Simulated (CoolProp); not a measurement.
Isopentane at several states: Z from the reference equation and from simpler models built on Tc = 460.3 K, pc = 3378 kPa, ω = 0.227; each cubic takes its own stable root.

Values from CoolProp's reference Helmholtz-energy equation of state, Lemmon 2006. It is a short technical equation, of lower accuracy than the large ones.

| T (K) | p (kPa) | phase | reference | van der Waals | Redlich-Kwong | Soave-Redlich-Kwong | Peng-Robinson |
|---|---|---|---|---|---|---|---|
| 202.9 | 2580 | liquid | 0.1562 | (withheld) | 0.1714 | 0.1695 | 0.1510 |
| 205.1 | 814 | liquid | (withheld) | 0.07992 | 0.05377 | 0.05311 | 0.04729 |
| 190 | 26.9 | liquid | 0.001715 | 0.002813 | (withheld) | (withheld) | 0.001665 |
| 339.6 | 24.8 | gas | 0.9931 | 0.9955 | 0.9941 | 0.9936 | 0.9933 |
| 392.2 | 39.6 | gas | 0.9932 | 0.9949 | 0.9937 | 0.9933 | 0.9928 |

Q: Some entries are withheld; supply them.

A: 
- 202.9, van der Waals: 0.2541
- 205.1, reference: 0.04897
- 190, Redlich-Kwong: 0.001887
- 190, Soave-Redlich-Kwong: 0.001868
